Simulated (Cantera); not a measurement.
A perfectly stirred reactor is fed with CH₃OH : O₂ : N₂ = 1 : 1 : 6.8 (molar parts), equivalence ratio 1.5, at 760 Torr; it is adiabatic with a 700 K inlet, and is followed from long to short residence time, starting on the burning branch (τ in s: 0.037, 0.012, 0.0041, 0.0014, 0.00046, 0.00015, 5.1e-05, 1.7e-05, 5.6e-06).

Computed with Cantera and GRI-Mech 3.0 (53 species, 325 reactions). GRI-Mech 3.0 was tuned for natural gas; its chemistry of methanol as a main component is partial and can be far from experiment.

What does this change do: CH3OH 1 to 1.6 parts?


| quantity | before | after |
|---|---|---|
| blow-out, bracketed by the residence times tried | burning at 0.460 ms, out at 0.150 ms | burning at 4.10 ms, out at 1.40 ms |
| x(CH₃OH) at τ = 37.0 ms | 3.34e-6 | 5.02e-5 |
| x(O₂) at τ = 37.0 ms | 0.000139 | 0.000769 |
| x(CH₂CO) at τ = 37.0 ms | 1.08e-8 | 1.26e-6 |
| x(CH₃) at τ = 37.0 ms | 2.98e-6 | 5.17e-5 |
| x(C₂H₂) at τ = 37.0 ms | 2.85e-8 | 0.000144 |
| x(CH₃OH) at τ = 0.460 ms | 0.000119 | 0.170 |
| x(O₂) at τ = 0.460 ms | 0.00344 | 0.106 |
| x(CH₂CO) at τ = 0.460 ms | 5.11e-7 | <1e-12 |
| x(CH₃) at τ = 0.460 ms | 0.000103 | <1e-12 |
| x(C₂H₂) at τ = 0.460 ms | 5.92e-6 | <1e-12 |
